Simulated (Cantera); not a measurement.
Premixed flame

A freely propagating, adiabatic, planar premixed flame of CH4 : CO : O2 : N2 = 1 : 0.086 : 2.04 : 6.74 (molar parts), unburnt at 475 K and 0.109 atm; mixture-averaged transport, grid criteria slope 0.08 and curve 0.16, no radiation.

Cantera simulation using GRI-Mech 3.0 (53 species, 325 reactions); the numbers are that mechanism's predictions, not measurements. Burning velocities carry a grid error of a few per cent, more on coarse grids.

```tsv
z (mm)	T (K)	u (m/s)	x CH4	x CO	x O2	x C2H2	x OH	x N2O
-6.66	475	1.50	0.101	0.00871	0.207	<1e-8	<1e-8	<1e-8
-4.44	475	1.50	0.101	0.00870	0.206	<1e-8	1.71e-8	<1e-8
-3.33	478	1.51	0.101	0.00871	0.206	1.41e-8	6.09e-7	<1e-8
-2.22	517	1.65	0.0980	0.00939	0.203	5.64e-7	2.12e-5	<1e-8
-1.11	885	2.88	0.0738	0.0217	0.174	1.77e-5	0.000108	<1e-8
-0.555	1310	4.32	0.0410	0.0429	0.132	6.62e-5	0.000791	<1e-8
0	1704	5.68	0.0111	0.0648	0.0813	0.000122	0.00362	<1e-8
0.555	1869	6.25	0.00123	0.0675	0.0499	3.34e-5	0.00821	<1e-8
1.11	1904	6.36	7.60e-5	0.0597	0.0370	1.94e-6	0.0109	1.15e-8
2.22	1924	6.40	2.29e-7	0.0479	0.0301	<1e-8	0.0122	1.23e-8
4.44	1945	6.44	<1e-8	0.0405	0.0276	<1e-8	0.0126	1.20e-8
8.88	1972	6.51	<1e-8	0.0386	0.0265	<1e-8	0.0127	1.23e-8
17.8	2014	6.63	<1e-8	0.0377	0.0253	<1e-8	0.0127	1.33e-8
```
x: mole fraction of selected species; z is measured from the peak of heat release.

```yaml
laminar_burning_velocity: 150 cm/s
thermal_thickness: 2.22 mm
peak x(C2H2): 0.000124
peak x(OH): 0.0127
grid_points: 168
```
